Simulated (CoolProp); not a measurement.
Vapour-liquid equilibrium of n-heptane (1) + o-xylene (2) at 220.85 °C; x and y are mole fractions of (1).

The numbers come from the multi-fluid Helmholtz-energy mixture model, Span 2003 and Zhou 2012; pair parameters Bell 2016 in CoolProp.

```tsv
x	bubble pressure (MPa)	y at the bubble point	dew pressure at overall composition x (MPa)	liquid density (mol/L)
0.05	0.5901	0.120	0.5586	6.379
0.2	0.7338	0.371	0.6303	6.090
0.35	0.8634	0.538	0.7194	5.807
0.5	0.9846	0.666	0.8307	5.527
0.65	1.102	0.774	0.9683	5.250
0.8	1.220	0.872	1.133	4.972
0.95	1.341	0.968	1.318	4.690
```

No azeotrope shows between x = 0.05 and 0.95.

The pair parameters rest on a limited set of measurements; away from them the model extrapolates.
